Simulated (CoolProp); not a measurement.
Vapour pressure (MPa) of fluorine: the reference equation beside estimates from Tc = 144.4 K, pc = 5.240 MPa, ω = 0.045. Clausius-Clapeyron is anchored at 105.7 K with a constant enthalpy of vaporisation of 5.737 kJ/mol.

The numbers come from the reference Helmholtz-energy equation of state, de Reuck 1990 in CoolProp.

| T (K) | reference | Lee-Kesler | Clausius-Clapeyron | van der Waals | Redlich-Kwong | Soave-Redlich-Kwong | Peng-Robinson |
|---|---|---|---|---|---|---|---|
| 103.5 | 0.5617 | 0.5685 | 0.5749 | 1.183 | 0.5572 | 0.5691 | 0.5697 |
| 105.7 | 0.6605 | 0.6679 | 0.6605 | 1.314 | 0.6602 | 0.6695 | 0.6689 |
| 108 | 0.7766 | 0.7847 | 0.7590 | 1.459 | 0.7816 | 0.7877 | 0.7856 |
| 110.2 | 0.9010 | 0.9095 | 0.8622 | 1.608 | 0.9118 | 0.9143 | 0.9106 |
| 112.4 | 1.039 | 1.048 | 0.9747 | 1.767 | 1.056 | 1.055 | 1.050 |
| 114.7 | 1.199 | 1.208 | 1.102 | 1.942 | 1.224 | 1.218 | 1.211 |
| 116.9 | 1.368 | 1.377 | 1.234 | 2.121 | 1.400 | 1.390 | 1.381 |
| 119.2 | 1.562 | 1.571 | 1.383 | 2.317 | 1.603 | 1.588 | 1.577 |
| 121.4 | 1.766 | 1.774 | 1.536 | 2.516 | 1.814 | 1.796 | 1.782 |
| 123.6 | 1.988 | 1.996 | 1.700 | 2.725 | 2.044 | 2.022 | 2.006 |
| 125.9 | 2.240 | 2.248 | 1.883 | 2.955 | 2.304 | 2.279 | 2.261 |
| 128.1 | 2.503 | 2.510 | 2.068 | 3.185 | 2.573 | 2.545 | 2.526 |
| 130.4 | 2.801 | 2.807 | 2.275 | 3.438 | 2.876 | 2.847 | 2.827 |

Absolute difference from the reference over all 13 rows, mean and median: Lee-Kesler 0.7 and 0.7 %, Clausius-Clapeyron 9.5 and 9.8 %, van der Waals 59.4 and 55.0 %, Redlich-Kwong 1.9 and 2.3 %, Soave-Redlich-Kwong 1.6 and 1.6 %, Peng-Robinson 1.0 and 1.0 %.
